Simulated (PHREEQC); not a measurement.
Consider water at 25 °C with 0.089 mol/kgw K2CO3. Closed to the air; pH follows from the charge balance.

All values are PHREEQC results (ion-association model, phreeqc.dat), not measurements.

```yaml
pH: 11.34
ionic_strength: 0.264 mol/kgw
specific_conductance: 17900 µS/cm
density: 1.008 g/cm³
total_alkalinity: 178 meq/kg
```

| species | molality | activity | log γ |
|---|---|---|---|
| K+ | 0.178 | 0.123 | -0.161 |
| CO3-2 | 0.0858 | 0.0243 | -0.548 |
| OH- | 0.00323 | 0.00221 | -0.165 |
| HCO3- | 0.00323 | 0.00236 | -0.137 |
| CO2 | 2.28e-8 | 2.42e-8 | 0.026 |

This is a speciation only: nothing precipitates in the calculation.
